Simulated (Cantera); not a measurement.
A closed system holds: 1 mol TiC, 1.3 mol H2, at 100 Torr.

Equilibrium computed with Cantera from the NASA thermochemical tables; the gas is ideal and each condensed phase is pure. Candidate condensed phases: C, C6H6, C7H8, C8H18, Ti, TiC; 77 gas species. TiC: taken at fixed stoichiometry. Rates play no part.

Problem. At 2727 °C, list the 7 most abundant gas species with their mole fractions, and the condensed phases.

Solution. H2 0.642, H 0.347, Ti 0.00740, C2H2 (acetylene) 0.00321, C2H 0.000297, C 0.000108, C3 5.32e-5. Condensed: TiC(s).
